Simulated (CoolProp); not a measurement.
CH3F (R41) along the isotherm 362.6 K: density (kg/m³) from the reference equation and from simpler models built on Tc = 317.3 K, pc = 5.906 MPa, ω = 0.200; each cubic takes its own stable root.

Computed with CoolProp (reference Helmholtz-energy equation of state, Lemmon 2006). It is a short technical equation, of lower accuracy than the large ones.

| p (MPa) | phase | reference |
|---|---|---|
| 5.91 | supercritical | 92.09 |
| 11.8 | supercritical | 299.2 |
| 17.7 | supercritical | 458.0 |
| 23.6 | supercritical | 525.3 |
| 29.5 | supercritical | 567.1 |
| 35.4 | supercritical | 597.8 |
| 41.3 | supercritical | 622.3 |
| 47.2 | supercritical | 642.7 |
| 53.2 | supercritical | 660.6 |
| 59.1 | supercritical | 676.1 |

Q: How far does each simpler model (ideal gas, van der Waals, Redlich-Kwong, Peng-Robinson) lie from the reference over these 10 states: mean and median of the absolute difference, and the worst?

A: 
- ideal gas: mean 31.6 %, median 30.4 %, worst -56.4 % at 362.6 K and 17.7 MPa
- van der Waals: mean 26.8 %, median 32.3 %, worst -34.5 % at 362.6 K and 59.1 MPa
- Redlich-Kwong: mean 15.5 %, median 17.5 %, worst -18.7 % at 362.6 K and 23.6 MPa
- Peng-Robinson: mean 11.0 %, median 11.4 %, worst -16.2 % at 362.6 K and 17.7 MPa
